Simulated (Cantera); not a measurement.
# Thermodynamics of silicon carbide growth, feed Si(CH3)4 + CH4 + H2

Charge: 1 mol Si(CH3)4, 1.4 mol CH4, 33 mol H2, held at 2098 K and 13.3 mbar.

Equilibrium computed with Cantera from the NASA thermochemical tables; the gas is ideal and each condensed phase is pure. Candidate condensed phases: C, C6H6, C7H8, C8H18, Si, SiC; 87 gas species. Gases not in the tables: Si2H6 and higher silanes. The numbers say what is thermodynamically allowed, not how fast it happens.

```json
{
  "x(H2)": "0.971",
  "x(H)": "0.0263",
  "x(C2H2 (acetylene))": "0.00139",
  "x(Si)": "0.000759",
  "x(SiC2)": "4.85e-5",
  "x(SiH)": "4.70e-5",
  "x(Si2C)": "3.08e-5",
  "x(SiH2)": "1.36e-5",
  "x(CH4)": "4.17e-6",
  "n(C(graphite))": "4.32 mol",
  "n(SiC(s))": "0.961 mol",
  "gas_amount": "42.39 mol",
  "log10 activity of Si(l) (absent)": "-1.11"
}
```
